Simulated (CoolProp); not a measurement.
Vapour-liquid equilibrium of 1-butene (1) + n-butane (2) at 0.243 MPa; x and y are mole fractions of (1).

The numbers come from the multi-fluid Helmholtz-energy mixture model, Lemmon 2005 and Bücker 2006; pair parameters Bell 2016 in CoolProp.

Q: Give the bubble temperature and the first vapour's composition at x = 0.15, 0.65, 0.85. Is there an azeotrope?

A: x = 0.15: 297.0 K, y = 0.178; x = 0.65: 293.5 K, y = 0.691; x = 0.85: 292.4 K, y = 0.869. No azeotrope shows between x = 0.05 and 0.95.

The pair parameters rest on a limited set of measurements; away from them the model extrapolates.
